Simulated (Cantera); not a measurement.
# Ignition delay

Mixture: CH3OH : O2 : N2 = 1 : 2.5 : 6.5 (molar parts), equivalence ratio 0.60, at 101000 Pa, adiabatic and at constant volume. Ignition delay is the time to a rise of 400 K.

Cantera simulation using GRI-Mech 3.0 (53 species, 325 reactions); the numbers are that mechanism's predictions, not measurements. GRI-Mech 3.0 was tuned for natural gas; its chemistry of methanol as a main component is partial and can be far from experiment.

```csv
T0 (K),delay (ms)
1225,6.31
1275,2.97
1325,1.49
1375,0.799
1425,0.451
1475,0.268
1525,0.167
```

* **apparent activation energy between 1425 and 1525 K**: 180 kJ/mol
